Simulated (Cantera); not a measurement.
A closed system holds: 1 mol trisilylamine, 1.5 mol NH3, 56 mol H2, held at 37.0 mbar.

Method: chemical equilibrium by Gibbs-energy minimisation in Cantera with the NASA 1993 tables (ideal gas, pure condensed phases). Candidate condensed phases: Si, Si3N4; 18 gas species. The feed counts by its element totals alone. Mutual solubility and eutectic melting of coexisting phases are not modelled. The tables' values for SiN are old estimates; treat these amounts as uncertain. Gases not in the tables: Si2H6 and higher silanes. Kinetics and transport are ignored.

x: gas mole fraction; n: condensed amount in mol.

| T (K) | x H2 | x N2 | x H | x Si | x SiH | n Si(s) | n Si3N4(s) | n Si(l) |
|---|---|---|---|---|---|---|---|---|
| 1023 | 1.00 | 1.21e-9 | 2.15e-8 | <1e-12 | <1e-12 | 1.12 | 0.625 | 0 |
| 1123 | 1.00 | 5.98e-8 | 2.21e-7 | 1.74e-12 | 8.50e-12 | 1.12 | 0.625 | 0 |
| 1223 | 1.000 | 1.55e-6 | 1.56e-6 | 8.70e-11 | 2.17e-10 | 1.13 | 0.625 | 0 |
| 1323 | 1.000 | 2.44e-5 | 8.24e-6 | 2.40e-9 | 3.38e-9 | 1.13 | 0.624 | 0 |
| 1423 | 1.000 | (withheld) | (withheld) | (withheld) | (withheld) | 1.15 | 0.617 | 0 |
| 1523 | 0.998 | (withheld) | (withheld) | (withheld) | (withheld) | (withheld) | (withheld) | 0 |
| 1623 | 0.988 | 0.0119 | 0.000357 | 4.23e-6 | 1.62e-6 | 2.26 | 0.245 | 0 |
| 1723 | 0.979 | 0.0195 | 0.000938 | 2.66e-5 | 7.28e-6 | 0 | 0 | 3.00 |
| 1823 | 0.978 | 0.0195 | 0.00223 | 0.000119 | 2.43e-5 | 0 | 0 | 2.99 |
| 1923 | 0.975 | 0.0195 | 0.00484 | 0.000458 | 7.13e-5 | 0 | 0 | 2.96 |
| 2023 | 0.969 | 0.0194 | 0.00972 | 0.00154 | 0.000187 | 0 | 0 | 2.88 |

Problem. What belongs in the gaps?

Solution. 
- 1423, x N2: 0.000259
- 1423, x H: 3.45e-5
- 1423, x Si: 4.13e-8
- 1423, x SiH: 3.56e-8
- 1523, x N2: 0.00200
- 1523, x H: 0.000120
- 1523, x Si: 4.87e-7
- 1523, x SiH: 2.74e-7
- 1523, n Si(s): 1.31
- 1523, n Si3N4(s): 0.562
